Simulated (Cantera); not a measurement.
A closed system holds: 1 mol SiHCl3, 0.23 mol Cl2, 15 mol N2, at 1373.15 K.

Equilibrium computed with Cantera from the NASA thermochemical tables; the gas is ideal and each condensed phase is pure. Candidate condensed phases: NH4Cl, Si, Si3N4; 28 gas species. N2 is the only nitrogen source here; it is nearly inert below about 1500 K, so the nitride shown seldom forms there in practice. Equilibrium is a limit: real reactors are often held back by kinetics, nucleation or transport.

### Question
What share of the Si ends up in condensed phases as a function of P (Pa), at 100, 350, 1300, 4500, 16000, 56000, 200000?

### Answer
```csv
P (Pa),Si condensed (%),as
100,0.0,-
350,8.3,Si3N4(s)
1300,22.8,Si3N4(s)
4500,29.6,Si3N4(s)
16000,32.4,Si3N4(s)
56000,33.4,Si3N4(s)
200000,33.5,Si3N4(s)
```
